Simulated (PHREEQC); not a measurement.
Make-up at 25 °C: 0.74 mol/kgw HCl, 0.00071 mol/kgw CuSO4 and 0.59 mol/kgw Na2SO4. Closed to the air; pH follows from the charge balance.

The numbers come from PHREEQC with the ion-association model, phreeqc.dat.

Task: The ionic strength comes out as 1.55 mol/kgw. What activity coefficients do NaSO4-, Na+, Cu+2, H+, HSO4- get?

Result: NaSO4- 0.63, Na+ 0.77, Cu+2 0.18, H+ 0.73, HSO4- 0.90.

No solid was allowed to form. Ionic strength above about 0.7 mol/kgw puts this run outside the model's range. Complexes and solids missing from the database can't appear.
